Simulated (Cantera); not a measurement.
# Thermodynamics of silicon carbide growth, feed CH3SiCl3 + C2H4 + H2

Feed: 1 mol CH3SiCl3, 0.0065 mol C2H4, 3.8 mol H2, held at 23.0 mbar.

These are equilibrium values from Cantera (NASA tables, ideal gas, pure condensed phases), not measurements of a reactor. Candidate condensed phases: C, C6H6, C7H8, C8H18, Si, SiC; 109 gas species. The feed counts by its element totals alone. The tables' values for SiCl, SiCl3 are old estimates; treat these amounts as uncertain. Gases not in the tables: Si2H6 and higher silanes. Rates play no part.

From 1950 K to 2300 K the condensed part is C(graphite) + SiC(s). The main Si-bearing gas is SiCl2 throughout. The share of Si in condensed phases is highest at 1950 K (80.2 %) and lowest at 2300 K (61.1 %).

| T (K) | x H2 | x HCl | x H | x SiCl2 | x Cl | x Si | x SiCl | n C(graphite) | n SiC(s) |
|---|---|---|---|---|---|---|---|---|---|
| 1950 | 0.585 | 0.378 | 0.00578 | 0.0281 | 0.00280 | 4.70e-5 | 0.000134 | 0.206 | 0.802 |
| 2000 | 0.585 | 0.370 | 0.00820 | 0.0308 | 0.00387 | 0.000104 | 0.000227 | 0.224 | 0.783 |
| 2050 | 0.585 | 0.363 | 0.0114 | 0.0334 | 0.00525 | 0.000221 | 0.000373 | 0.241 | 0.763 |
| 2100 | 0.585 | 0.354 | 0.0157 | 0.0359 | 0.00701 | 0.000452 | 0.000597 | 0.259 | 0.742 |
| 2150 | 0.582 | 0.345 | 0.0212 | 0.0382 | 0.00921 | 0.000896 | 0.000933 | 0.277 | 0.719 |
| 2200 | 0.579 | 0.335 | 0.0283 | 0.0403 | 0.0119 | 0.00172 | 0.00142 | 0.297 | 0.692 |
| 2250 | 0.573 | 0.324 | 0.0371 | 0.0420 | 0.0152 | 0.00321 | 0.00212 | 0.321 | 0.658 |
| 2300 | 0.564 | 0.312 | 0.0479 | 0.0434 | 0.0191 | 0.00582 | 0.00309 | 0.352 | 0.611 |
x: gas mole fraction; n: condensed amount in mol.
